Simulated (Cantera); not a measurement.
Feed: 1 mol CH₃SiH₃, 0.011 mol CH₄, 12 mol H₂, equilibrated at 0.0130 bar.

Points: T (K) = 2075, 2100, 2125, 2150, 2175, 2200, 2225, 2250, 2275, 2300, 2325, 2350, 2375.

Cantera's Mixture.equilibrate('TP', solver="vcs", rtol=1e-11, max_steps=5000) on the NASA tables stopped like this:

```
ERROR: FAILURE its = 5001!

*******************************************************************************
CanteraError thrown by MultiPhase::equilibrate:
VCS solver failed. Return code: -1
*******************************************************************************
```

What got this run through?

This is not unique; one that fits is The failure is numerical, not chemical. The same input converged with solver="gibbs", rtol=1e-10, max_steps=50000, and the result passed a check of the equilibrium conditions:
```
log10 of partial pressures in bar; condensed amounts in mol
       T/K        H2         H        Si C2H2,acet      SiC2      Si2C       SiH     C(gr)    SiC(b)
      2075    -1.897    -3.523    -5.032    -5.013    -6.479    -6.462    -6.223         0     0.987
      2100    -1.899    -3.456    -4.886    -4.933    -6.271    -6.274    -6.101         0    0.9816
      2125    -1.901    -3.390    -4.747    -4.848    -6.064    -6.095    -5.986         0    0.9745
      2150    -1.904    -3.327    -4.615    -4.758    -5.858    -5.923    -5.878         0    0.9649
      2175    -1.907    -3.265    -4.489    -4.665    -5.655    -5.758    -5.775         0    0.9523
      2200    -1.910    -3.204    -4.367    -4.572    -5.455    -5.599    -5.677         0    0.9356
      2225    -1.914    -3.146    -4.250    -4.479    -5.258    -5.445    -5.582         0    0.9137
      2250    -1.919    -3.089    -4.132    -4.394    -5.069    -5.291    -5.487  0.002875    0.8838
      2275    -1.924    -3.033    -4.001    -4.344    -4.899    -5.126    -5.379   0.02128    0.8395
      2300    -1.931    -2.980    -3.874    -4.295    -4.734    -4.964    -5.274    0.0485    0.7792
      2325    -1.938    -2.928    -3.748    -4.249    -4.571    -4.805    -5.172   0.08752    0.6974
      2350    -1.947    -2.877    -3.626    -4.205    -4.413    -4.650    -5.072    0.1422    0.5866
      2375    -1.957    -2.829    -3.506    -4.164    -4.258    -4.499    -4.976    0.2178    0.4365
```

The gas is ideal and each condensed phase is pure. The feed counts by its element totals alone. Gases not in the tables: Si2H6 and higher silanes.
